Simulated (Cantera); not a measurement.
Thermodynamics of titanium nitride, carbide and oxide coatings, feed Ti + C3H8

A closed system holds: 1 mol Ti, 0.073 mol C3H8, held at 0.660 Torr.

These are equilibrium values from Cantera (NASA tables, ideal gas, pure condensed phases), not measurements of a reactor. Candidate condensed phases: C, C6H6, C7H8, C8H18, Ti, TiC; 77 gas species. Mutual solubility and eutectic melting of coexisting phases are not modelled. TiC: taken at fixed stoichiometry. Condensed phases not in the tables: N, O or C dissolved in the metal. Equilibrium is a limit: real reactors are often held back by kinetics, nucleation or transport.

```json
[
 {"T (K)": "1698", "log p H2": "-3.06", "log p H": "-5.37", "log p Ti": "-7.11", "n Ti(β)": "0.781", "n TiC(s)": "0.219", "n Ti(l)": "0"},
 {"T (K)": "1748", "log p H2": "-3.06", "log p H": "-5.17", "log p Ti": "-6.70", "n Ti(β)": "0.781", "n TiC(s)": "0.219", "n Ti(l)": "0"},
 {"T (K)": "1798", "log p H2": "-3.06", "log p H": "-4.98", "log p Ti": "-6.32", "n Ti(β)": "0.781", "n TiC(s)": "0.219", "n Ti(l)": "0"},
 {"T (K)": "1848", "log p H2": "-3.06", "log p H": "-4.81", "log p Ti": "-5.97", "n Ti(β)": "0.781", "n TiC(s)": "0.219", "n Ti(l)": "0"},
 {"T (K)": "1898", "log p H2": "-3.07", "log p H": "-4.64", "log p Ti": "-5.63", "n Ti(β)": "0.780", "n TiC(s)": "0.219", "n Ti(l)": "0"},
 {"T (K)": "1948", "log p H2": "-3.07", "log p H": "-4.48", "log p Ti": "-5.31", "n Ti(β)": "0", "n TiC(s)": "0.219", "n Ti(l)": "0.779"},
 {"T (K)": "1998", "log p H2": "-3.08", "log p H": "-4.34", "log p Ti": "-5.01", "n Ti(β)": "0", "n TiC(s)": "0.219", "n Ti(l)": "0.778"}
]
```
log p: log10 of the partial pressure in bar; n: condensed amount in mol.

From 1698 K to 1898 K the condensed part is Ti(β) + TiC(s). From 1948 K to 1998 K the condensed part is Ti(l) + TiC(s). The main Ti-bearing gas is Ti throughout.
